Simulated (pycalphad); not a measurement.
An equivalent pycalphad script:

```python
from pycalphad import Database, equilibrium, calculate, variables as v
import numpy as np
db = Database('COST507.tdb')
comps = ['AL', 'SI', 'C', 'VA']
phases = ['AL4C3', 'AL4SIC4', 'AL8SIC7', 'CSI', 'DIAMOND_A4', 'FCC_A1', 'GRAPHITE', 'LIQUID']
eq = equilibrium(db, comps, phases, {v.X('SI'): 0.001, v.X('C'): 0.0122, v.T: np.arange(1850, 499, -25), v.P: 101325, v.N: 1}, output=['HM', 'SM'])
```

All values are pycalphad results on the COST 507 light-alloy database (1999) (1 atm), not direct measurements. These are 1990s assessments: newer ones move some temperatures and phases. Amounts are mole fractions of atoms. Diffusion is slow at the low end, where real alloys seldom reach equilibrium.

Results at three of the temperatures:

```
T = 1850.00 K, P = 101325 Pa, N = 1 mol of atoms
G = -114033 J/mol, H = 57842 J/mol, S = 92.91 J/(mol K)  (SER reference)
chemical potentials (J/mol): Al -114504, Si -201487, C -68748
phase             fraction      x(Al)      x(Si)       x(C)
LIQUID              0.9840     0.9936     0.0010     0.0054
AL4C3               0.0160     0.5714   4.93e-05     0.4286
```

```
T = 1250.00 K, P = 101325 Pa, N = 1 mol of atoms
G = -62144 J/mol, H = 37543 J/mol, S = 79.75 J/(mol K)  (SER reference)
chemical potentials (J/mol): Al -62010, Si -113839, C -68738
phase             fraction      x(Al)      x(Si)       x(C)
LIQUID              0.9715     0.9990     0.0010   2.22e-06
AL4C3               0.0285     0.5714   3.38e-05     0.4286
```

```
T = 1025.00 K, P = 101325 Pa, N = 1 mol of atoms
G = -44882 J/mol, H = 30440 J/mol, S = 73.48 J/(mol K)  (SER reference)
chemical potentials (J/mol): Al -44534, Si -82817, C -69955
phase             fraction      x(Al)      x(Si)       x(C)
LIQUID              0.9715     0.9990     0.0010   1.17e-08
AL4C3               0.0285     0.5714   2.69e-05     0.4286
```

Changes of the phase set, refined by bisection:

| T (K) | phases above | phases below |
|---|---|---|
| 932.9 | AL4C3 + liquid | AL4C3 + fcc + liquid |
| 927.8 | AL4C3 + fcc + liquid | AL4C3 + AL8SIC7 + fcc |

Database names, with the compositions (at.%) that they take in these runs: AL4C3: Al 57 C 43; AL8SIC7: Al 50 C 44 Si 6.
